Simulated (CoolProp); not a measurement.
Sulfur hexafluoride at 344.13 K and 1.07 MPa flows at 0.087 m/s in a round tube of 25 mm bore and 45 µm roughness, fully developed (64/Re and Nu = 3.66 if laminar; Colebrook and Gnielinski if turbulent). Each further row changes one setting.

Computed with CoolProp (reference Helmholtz-energy equation of state, Guder 2009).

| case | Reynolds number | Darcy friction factor | pressure drop (Pa/m) | heat-transfer coefficient (W/(m² K)) | mass flow (kg/h) |
|---|---|---|---|---|---|
| as stated | 7280 | 0.0359 | ? | 17.5 | ? |
| velocity 0.174 m/s | 14600 | 0.0311 | ? | 32.3 | ? |
| diameter 50 mm | 14600 | 0.0296 | 0.133 | 15.3 | 36.4 |

**Question.** Some entries are withheld; supply them.

**Answer.** 
- as stated, pressure drop (Pa/m): 0.322
- as stated, mass flow (kg/h): 9.10
- velocity 0.174 m/s, pressure drop (Pa/m): 1.12
- velocity 0.174 m/s, mass flow (kg/h): 18.2

Viscosity comes from a separate model (Quiñones-Cisneros 2012). Thermal conductivity comes from a separate model (Assael 2012).
